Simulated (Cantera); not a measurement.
A Cantera script and its output.

```python
import numpy as np
import cantera as ct

gas = ct.Solution("h2o2.yaml")
gas.TPX = 573, 13332, {'H2': 1, 'O2': 0.5, 'N2': 1.55}
flame = ct.FreeFlame(gas, width=0.16)
flame.set_refine_criteria(ratio=3, slope=0.08, curve=0.16)
flame.transport_model = "mixture-averaged"
flame.solve(loglevel=0, auto=True)
z, T = flame.grid, flame.T
thick = (T[-1] - T[0]) / np.gradient(T, z).max()
show = ['H2', 'O2', 'H2O', 'OH', 'O', 'H2O2']
print(f"laminar burning velocity  {flame.velocity[0] * 100:.3f} cm/s")
print(f"burnt temperature         {T[-1]:.1f} K")
print(f"thermal thickness         {thick * 1e3:.4f} mm")
print(f"grid points               {len(z)}")
z0 = z[flame.heat_release_rate.argmax()]
print(f"{'z/mm':>9s}{'T/K':>9s}{'u/(m/s)':>9s}" + "".join(f"{s:>11s}" for s in show))
rows = []
for k in (-3, -2, -1.5, -1, -0.5, -0.25, 0, 0.25, 0.5, 1, 2, 4, 8):
    zz = z0 + k * thick
    rows.append([k * thick, np.interp(zz, z, T), np.interp(zz, z, flame.velocity),
                 *(np.interp(zz, z, flame.X[gas.species_index(s)]) for s in show)])
    print(f"{rows[-1][0] * 1e3:9.3f}{rows[-1][1]:9.1f}{rows[-1][2]:9.3f}" + "".join(f"{x:11.3e}" for x in rows[-1][3:]))
```

Output:

```
laminar burning velocity  626.972 cm/s
burnt temperature         2494.9 K
thermal thickness         5.9147 mm
grid points               136
     z/mm      T/K  u/(m/s)         H2         O2        H2O         OH          O       H2O2
  -17.744    573.0    6.270  3.279e-01  1.639e-01  7.324e-17  3.469e-19  7.653e-18  3.155e-18
  -11.829    573.0    6.270  3.279e-01  1.639e-01  1.983e-13  1.265e-15  2.365e-14  1.238e-16
   -8.872    573.0    6.270  3.279e-01  1.639e-01  1.192e-11  1.278e-13  2.053e-12  1.360e-14
   -5.915    573.0    6.270  3.279e-01  1.639e-01  6.644e-09  9.181e-11  6.787e-10  2.485e-11
   -2.957    579.1    6.330  3.267e-01  1.639e-01  3.631e-04  2.513e-05  6.089e-06  5.350e-07
   -1.479    701.8    7.591  3.048e-01  1.606e-01  1.092e-02  3.600e-04  2.338e-04  1.127e-06
    0.000   1117.1   11.691  1.546e-01  1.085e-01  1.199e-01  3.804e-03  9.012e-03  8.333e-07
    1.479   1404.9   14.512  5.720e-02  4.631e-02  2.277e-01  9.981e-03  1.844e-02  9.295e-07
    2.957   1528.2   15.664  5.401e-02  3.978e-02  2.392e-01  1.297e-02  1.911e-02  6.855e-07
    5.915   1676.2   17.004  5.639e-02  3.629e-02  2.470e-01  1.649e-02  1.833e-02  3.950e-07
   11.829   1842.5   18.459  5.735e-02  3.254e-02  2.571e-01  2.005e-02  1.646e-02  2.024e-07
   23.659   2018.2   19.941  5.606e-02  2.851e-02  2.700e-01  2.292e-02  1.372e-02  1.082e-07
   47.318   2193.7   21.368  5.232e-02  2.433e-02  2.853e-01  2.439e-02  1.055e-02  6.956e-08
```

Detailed kinetics in Cantera: the H2/O2 subset of GRI-Mech 3.0, which has no nitrogen chemistry. Burning velocities carry a grid error of a few per cent, more on coarse grids.
